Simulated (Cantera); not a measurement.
An isothermal, constant-pressure homogeneous reactor starts with 37.9 % N2O, 1.48 % H2, 60.6 % N2, at 1398 K and 0.110 bar.

Model: GRI-Mech 3.0 (53 species, 325 reactions), integrated in Cantera. GRI-Mech 3.0 was tuned for natural gas; its chemistry of N2O as a main component is partial and can be far from experiment. The mechanism lacks the step 2 NO + O2 → 2 NO2, which can matter for NO2 below about 1400 K. The temperature is held fixed by assumption; the heat of reaction is taken as removed at once.

One state of this run: x N2O = 6.28e-7; x H2 = 4.62e-8; x H = 3.09e-9; x O2 = 0.130; x HO2 = 1.26e-8; x NO2 = 9.42e-5. x: mole fraction; the columns are a selection and need not sum to one.

**Question.** Which value of t (s) does it belong to?
A) 0.783
B) 0.000766
C) 50.0
D) 3.00e-6

**Answer.** C, 50.0
